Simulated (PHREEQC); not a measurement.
A PHREEQC speciation (ion-association model, wateq4f.dat) at 25 °C gives pH 3.71 and these molalities:

```tsv
species	mol/kgw
Zn+2	0.00838
SO4-2	0.00815
ZnSO4	0.00433
Zn(SO4)2-2	0.000293
H+	0.000226
HSO4-	9.45e-5
ZnOH+	2.95e-8
```

Problem. What are the element totals, and what could have been dissolved in 1 kg of water to give them?

Solution. Several could match; the one computed here: totals S(6) 0.0132, Zn 0.0130 mol/kgw, from 0.013 mol ZnSO4 and 0.00016 mol H2SO4 per kg of water.

No solid was allowed to form.
